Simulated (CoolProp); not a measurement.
A simple Rankine cycle with R141b: condensing at 292.15 K, boiler at 1.38 MPa, turbine inlet 413.2 K, turbine efficiency 0.8, pump efficiency 0.8, no recuperator. Each further row changes one setting.

Model: reference Helmholtz-energy equation of state, Lemmon 2006, in CoolProp. It is a short technical equation, of lower accuracy than the large ones.

```
case                             thermal efficiency (%)  net work (kJ/kg)  heat in (kJ/kg)  turbine exit temperature (K)  volume ratio over the turbine
-------------------------------  ----------------------  ----------------  ---------------  ----------------------------  -----------------------------
as stated                                          18.0              55.6              308                         322.4                           21.5
turbine inlet 433.2 K                              18.2              60.1              330                         343.8                           20.9
condensing temperature 284.15 K                    19.2              61.0              318                         315.1                           29.2
boiler pressure 0.966 MPa                          16.5              52.3              317                         336.8                           14.4
turbine efficiency 0.7                             15.7              48.5              308                         331.2                           22.2
```
